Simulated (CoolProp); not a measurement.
CF4 (R14) at 293.15 K and 4.42 MPa is compressed adiabatically to 12.4 MPa with isentropic efficiency 0.8. Each further row changes one setting.

The numbers come from the reference Helmholtz-energy equation of state, Platzer 1990 in CoolProp. This equation is an older, rougher fit; its heat capacities, sound speeds and derivatives of the liquid may be far off and weren't checked against measurements.

```
case             work (kJ/kg)  final temperature (K)  final density (kg/m³)
---------------  ------------  ---------------------  ---------------------
as stated                 [?]                  355.5                    426
efficiency 1              [?]                    [?]                    442
efficiency 0.65           [?]                    [?]                    [?]
```

Question: What belongs in the gaps?

Answer: 
- as stated, work (kJ/kg): 32.3
- efficiency 1, work (kJ/kg): 25.8
- efficiency 1, final temperature (K): 349.0
- efficiency 0.65, work (kJ/kg): 39.7
- efficiency 0.65, final temperature (K): 363.2
- efficiency 0.65, final density (kg/m³): 410
